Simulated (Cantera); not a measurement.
Input: 1 mol Ti(OiPr)4, 0.22 mol C3H8, 7.8 mol H2, equilibrated at 0.380 bar.

Cantera equilibrium calculation (NASA polynomials, part measured and part estimated; ideal gas, pure solids and liquids). Candidate condensed phases: C, C6H6, C7H8, C8H18, H2O, Ti, TiC, TiO, TiO2, Ti2O3, Ti3O5, Ti4O7; 113 gas species. The feed counts by its element totals alone. Kinetics and transport are ignored. All values below are at 1273 K.

Base state: H2 0.904, CO 0.0932, CH4 0.00291, H2O 0.000381, CO2 2.37e-5 (mole fractions); condensed: C(graphite) + Ti3O5(s).

**Question.** What changes in the equilibrium state with this change: pressure from 0.380 bar to 0.00630 bar?

**Answer.** 
```json
[
 {"species": "H2", "before": "0.904", "after": "0.850"},
 {"species": "CO", "before": "0.0932", "after": "0.150"},
 {"species": "CH4", "before": "0.00291", "after": "4.28e-5"},
 {"species": "H2O", "before": "0.000381", "after": "9.55e-6"},
 {"species": "CO2", "before": "2.37e-5", "after": "1.02e-6"},
 {"species": "C(graphite), mol", "before": "10.3", "after": "7.66"},
 {"species": "Ti3O5(s), mol", "before": "0.333", "after": "0"},
 {"species": "TiC(s), mol", "before": "0", "after": "1.00"}
]
```
TiC: taken at fixed stoichiometry.
